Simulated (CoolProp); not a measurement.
Vapour-liquid equilibrium of ethanol (1) + dimethyl carbonate (2) at 1870 kPa; x and y are mole fractions of (1).

Computed with CoolProp (multi-fluid Helmholtz-energy mixture model, Schroeder 2014 and Zhou 2011; pair parameters Bell 2016).

| x | bubble temperature, mixture model (K) | bubble temperature, Raoult's law (K) | y, mixture model | y, Raoult's law |
|---|---|---|---|---|
| 0.05 | ? | 488.8 | 0.129 | 0.107 |
| 0.125 | ? | 483.8 | 0.275 | 0.244 |
| 0.2 | 470.0 | 479.3 | 0.384 | 0.359 |
| 0.275 | 465.2 | 475.4 | 0.468 | 0.457 |
| 0.35 | 461.5 | 471.8 | 0.535 | 0.543 |
| 0.425 | 458.6 | 468.5 | 0.592 | 0.619 |
| 0.5 | 456.3 | 465.6 | 0.643 | 0.686 |
| 0.575 | 454.5 | 462.8 | 0.689 | 0.746 |
| 0.65 | 453.1 | 460.3 | 0.734 | 0.800 |
| 0.725 | 451.9 | 457.9 | 0.781 | 0.850 |
| 0.8 | 451.1 | 455.7 | 0.830 | 0.895 |
| 0.875 | 450.5 | 453.7 | ? | 0.937 |
| 0.95 | 450.4 | 451.7 | 0.950 | 0.976 |

Problem. Fill in the missing entries.

Solution. 
- 0.05, bubble temperature, mixture model (K): 485.1
- 0.125, bubble temperature, mixture model (K): 476.4
- 0.875, y, mixture model: 0.885

The largest gap from Raoult's law is -10.3 K in bubble temperature, at x = 0.35. y crosses x between x = 0.875 and 0.95: the model has an azeotrope there.

The pair parameters rest on a limited set of measurements; away from them the model extrapolates.
